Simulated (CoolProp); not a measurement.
A simple Rankine cycle with n-butane: condensing at 302.15 K, boiler at 3.01 MPa, turbine inlet 561.1 K, turbine efficiency 0.8, pump efficiency 0.7, no recuperator. Each further row changes one setting.

Computed with CoolProp (reference Helmholtz-energy equation of state, Bücker 2006).

```tsv
case	thermal efficiency (%)	net work (kJ/kg)	heat in (kJ/kg)	turbine exit temperature (K)	volume ratio over the turbine
as stated	14.1	129	917	499.0	10.7
condensing temperature 294.15 K	15.2	143	937	493.4	13.6
boiler pressure 2.11 MPa	12.3	114	930	509.7	7.40
turbine efficiency 0.7	12.2	112	917	505.6	10.8
```
